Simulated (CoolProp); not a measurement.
Aqueous methanol as a coolant, 30 % by mass, freezing at -25.7 °C, 1 atm.

Values from CoolProp's Melinder's fits for secondary coolants.

```tsv
T (°C)	conductivity (W/(m K))	cp (kJ/(kg K))	viscosity (mPa s)	Prandtl number
-20.8	0.402	3.679	9.78	89.5
-15.3	0.406	3.735	7.31	67.2
-9.8	0.410	3.788	5.58	51.6
-4.3	0.414	3.836	4.35	40.4
1.2	0.418	3.880	3.46	32.1
6.7	0.422	3.918	2.80	26.0
12.2	0.426	3.951	2.30	21.4
17.7	0.430	3.977	1.92	17.8
23.1	0.434	3.997	1.63	15.0
28.6	0.439	4.010	1.39	12.7
34.1	0.443	4.017	1.20	10.9
```
